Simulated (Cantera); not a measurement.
An isothermal, constant-pressure homogeneous reactor starts with CO : O2 : H2O : N2 = 0.013 : 0.0032 : 0.0054 : 1 (molar parts), equivalence ratio 2.0, at 1075 K and 7500 Torr. Integrator tolerance rtol = 1e-08.

Detailed kinetics in Cantera: GRI-Mech 3.0 (53 species, 325 reactions).

Question: What does this change do: 0.084 parts CH4 added?

Answer: 
```
quantity                                           before                                    after
----------------  ---------------------------------------  ---------------------------------------
x(CO) at 5.00 s   0.00593 (gas-phase equilibrium 0.00452)    0.0117 (gas-phase equilibrium 0.0220)
x(O2) at 5.00 s   5.24e-10 (gas-phase equilibrium <1e-12)   0.00278 (gas-phase equilibrium <1e-12)
x(H2O) at 5.00 s  0.00475 (gas-phase equilibrium 0.00334)  0.00501 (gas-phase equilibrium 3.96e-6)
x(O) at 5.00 s      <1e-12 (gas-phase equilibrium <1e-12)    <1e-12 (gas-phase equilibrium <1e-12)
x(CO2) at 5.00 s  0.00684 (gas-phase equilibrium 0.00825)  5.46e-5 (gas-phase equilibrium 3.43e-6)
x(NO2) at 5.00 s    <1e-12 (gas-phase equilibrium <1e-12)    <1e-12 (gas-phase equilibrium <1e-12)
```
GRI-Mech 3.0 stops at C3 and has no aromatics, soot or wall deposition, so with more carbon than oxygen in the feed, carbon stays in small species such as C2H2 where larger ones or solid carbon would form.
